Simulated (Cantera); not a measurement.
A Cantera script and its output.

```python
import numpy as np
import cantera as ct

gas = ct.Solution("gri30.yaml")
gas.TPX = 1750, 1000000, {'CH4': 0.63, 'C2H6': 0.076, 'O2': 5.04, 'N2': 18.9}
reactor = ct.IdealGasReactor(gas, energy="on", clone=False)
net = ct.ReactorNet([reactor])
net.rtol, net.atol = 1e-08, 1e-16
show = ['CH4', 'C2H6', 'O2', 'NO', 'H2O2']
times = np.geomspace(4e-06, 3, 12)

steps = ct.SolutionArray(gas, extra=["t"])
rows = []
print(f"{'t/s':>10s}{'T/K':>9s}{'P/Pa':>11s}" + "".join(f"{s:>11s}" for s in show))
for t in times:
    while net.time < t:
        t_next = net.step()
        steps.append(gas.state, t=t_next)
    rows.append([np.interp(t, steps.t, y) for y in (steps.T, steps.P, *steps(*show).X.T)])
    print(f"{t:10.3e}{rows[-1][0]:9.1f}{rows[-1][1]:11.4g}" + "".join(f"{x:11.3e}" for x in rows[-1][2:]))
rate = np.gradient(steps.T, steps.t)
print("integrator steps:", len(steps.t))
if steps.T.max() > steps.T[0] + 200:
    print(f"time of steepest temperature rise: {steps.t[rate.argmax()]:.4e} s")
gas.TPX = 1750, 1000000, {'CH4': 0.63, 'C2H6': 0.076, 'O2': 5.04, 'N2': 18.9}
gas.equilibrate("UV")
print(f"equilibrium (UV): T = {gas.T:.1f} K  " + "  ".join(f"{s} {gas[s].X[0]:.3e}" for s in show))
```

It prints:

```
       t/s      T/K       P/Pa        CH4       C2H6         O2         NO       H2O2
 4.000e-06   1766.4  1.011e+06  2.254e-02  1.795e-03  2.011e-01  6.456e-10  5.781e-06
 1.368e-05   2473.3  1.425e+06  2.834e-15  7.057e-28  1.404e-01  6.344e-05  5.358e-07
 4.680e-05   2532.6  1.454e+06  1.595e-16  1.369e-30  1.402e-01  3.042e-04  6.140e-07
 1.601e-04   2530.8  1.453e+06  2.214e-19  2.135e-35  1.398e-01  1.051e-03  6.109e-07
 5.476e-04   2525.0  1.449e+06  1.486e-19  3.348e-36  1.387e-01  3.380e-03  6.010e-07
 1.873e-03   2510.7  1.441e+06  1.243e-19  2.470e-36  1.359e-01  9.111e-03  5.771e-07
 6.407e-03   2493.4  1.431e+06  9.939e-20  1.649e-36  1.326e-01  1.602e-02  5.489e-07
 2.191e-02   2489.5  1.428e+06  9.442e-20  1.504e-36  1.318e-01  1.756e-02  5.427e-07
 7.496e-02   2489.4  1.428e+06  9.441e-20  1.503e-36  1.318e-01  1.756e-02  5.427e-07
 2.564e-01   2489.4  1.428e+06  9.441e-20  1.503e-36  1.318e-01  1.756e-02  5.427e-07
 8.771e-01   2489.4  1.428e+06  9.441e-20  1.503e-36  1.318e-01  1.756e-02  5.427e-07
 3.000e+00   2489.4  1.428e+06  9.441e-20  1.503e-36  1.318e-01  1.756e-02  5.427e-07
integrator steps: 1530
time of steepest temperature rise: 7.5348e-06 s
equilibrium (UV): T = 2489.4 K  CH4 1.412e-19  C2H6 2.751e-36  O2 1.318e-01  NO 1.756e-02  H2O2 5.427e-07
```

Cantera simulation using GRI-Mech 3.0 (53 species, 325 reactions); the numbers are that mechanism's predictions, not measurements.
